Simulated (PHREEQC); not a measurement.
A column of 0.2 m (40 cells, dispersivity 0.007 m, 720 s a shift, diffusion coefficient 3e-10 m²/s) holds 0.035 eq of the database's cation exchanger X per kg of pore water, first in equilibrium with 1.7 mmol/kgw KCl and 0.01 mmol/kgw HCl. It is flushed with 0.02 mol KBr, 0.0013 mol MgCl2 and 1e-05 mol HCl per kg of water, at 15 °C. Values are for the last cell. No CO2 enters from the air. No solid was allowed to form.

The series has 31 steps of pore volumes, from 0 to 6.013.

All values are PHREEQC results (ion-association model, phreeqc.dat), not measurements.

**Question.** After how many pore volumes does Br at the outlet first reach half of its feed value?

**Answer.** By 1.0 pore volumes.

**Question.** After how many pore volumes does Mg at the outlet first reach half of its feed value?

**Answer.** By 4.2 pore volumes.

Species that the database lacks are ignored.
